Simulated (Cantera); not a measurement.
**Carbon deposition, reforming and gasification: acetone + CO₂ + H₂**

Input: 1 mol acetone, 0.41 mol CO₂, 72 mol H₂, equilibrated at 46.0 Pa.

Cantera equilibrium calculation (NASA polynomials, part measured and part estimated; ideal gas, pure solids and liquids). Candidate condensed phases: C, C₆H₆, C₇H₈, C₈H₁₈, H₂O; 110 gas species. The feed counts by its element totals alone. Kinetics and transport are ignored.

| T (K) | x H | x H₂ | x CO | x C | x C₂H₂ (acetylene) | x C₃ | x C₂H | n C(graphite) |
|---|---|---|---|---|---|---|---|---|
| 2173 | 0.199 | 0.778 | 0.0213 | 2.04e-6 | 0.00172 | 3.02e-6 | 1.41e-5 | 1.29 |
| 2273 | 0.318 | 0.659 | 0.0199 | 1.17e-5 | 0.00249 | 2.19e-5 | 5.05e-5 | 1.12 |
| 2373 | 0.466 | 0.512 | 0.0182 | 5.75e-5 | 0.00315 | 0.000134 | 0.000155 | 0.875 |
| 2473 | 0.621 | 0.357 | 0.0163 | 0.000249 | 0.00345 | 0.000707 | 0.000406 | 0.443 |
| 2573 | 0.756 | 0.223 | 0.0147 | 0.000800 | 0.00227 | 0.00189 | 0.000641 | 0 |
| 2673 | 0.853 | 0.127 | 0.0135 | 0.00182 | 0.000807 | 0.00215 | 0.000546 | 0 |
| 2773 | 0.912 | 0.0692 | 0.0128 | 0.00352 | 0.000231 | 0.00178 | 0.000367 | 0 |
| 2873 | 0.943 | 0.0370 | 0.0123 | 0.00585 | 5.51e-5 | 0.00109 | 0.000199 | 0 |
| 2973 | 0.959 | 0.0200 | 0.0121 | 0.00812 | 1.05e-5 | 0.000443 | 8.32e-5 | 0 |
| 3073 | 0.967 | 0.0111 | 0.0120 | 0.00949 | 1.63e-6 | 0.000121 | 2.69e-5 | 0 |
x: gas mole fraction; n: condensed amount in mol.

From 2173 K to 2473 K the condensed part is C(graphite). From 2573 K to 3073 K nothing is condensed. The main C-bearing gas is CO throughout.
